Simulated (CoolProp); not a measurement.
A single-stage vapour-compression cycle with R21: evaporating at 260.15 K (dew point), condensing at 302.15 K (bubble point), superheat 0 K, subcooling 8 K, compressor efficiency 0.65, no pressure losses. Each further row changes one setting.

Model: reference Helmholtz-energy equation of state, Platzer 1990, in CoolProp. This equation is an older, rougher fit; its heat capacities, sound speeds and derivatives of the liquid may be far off and weren't checked against measurements.

```
case                              cooling COP  pressure ratio  discharge temperature (K)  refrigerating effect (kJ/kg)  volumetric capacity (kJ/m³)
--------------------------------  -----------  --------------  -------------------------  ----------------------------  ---------------------------
as stated                                3.69            5.22                      359.9                           216                          418
evaporating temperature 265.15 K         4.33            4.15                      351.5                           218                          523
condensing temperature 297.15 K          4.25            4.41                      349.3                           221                          428
subcooling 13 K                          3.78            5.22                      359.9                           221                          428
superheat 10 K                           3.64            5.22                      371.8                           222                          412
compressor efficiency 0.55               3.12            5.22                      375.6                           216                          418
```
